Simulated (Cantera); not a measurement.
A closed system holds: 1 mol SiO2, 41 mol HF, 8.8 mol N2, at 1723.15 K and 1.00 bar.

Equilibrium computed with Cantera from the NASA thermochemical tables; the gas is ideal and each condensed phase is pure. Candidate condensed phases: H2O, Si, SiO2, Si2N2O, Si3N4; 58 gas species. Equilibrium is a limit: real reactors are often held back by kinetics, nucleation or transport.

Base state: HF 0.758, N2 0.180, H2O 0.0408, SiF4 0.0205, H2 0.000144, O2 5.21e-5, OH 3.40e-5, NO 2.38e-5 (mole fractions); condensed: gas only.

Q: What changes in the equilibrium state with this change: 0.12 mol NH3 added?

A: 
```json
[
 {"species": "HF", "before": "0.758", "after": "0.754"},
 {"species": "N2", "before": "0.180", "after": "0.181"},
 {"species": "H2O", "before": "0.0408", "after": "0.0408"},
 {"species": "H2", "before": "0.000144", "after": "0.00367"},
 {"species": "SiF4", "before": "0.0205", "after": "0.0204"},
 {"species": "O2", "before": "5.21e-5", "after": "8.05e-8"},
 {"species": "NO", "before": "2.38e-5", "after": "9.38e-7"}
]
```
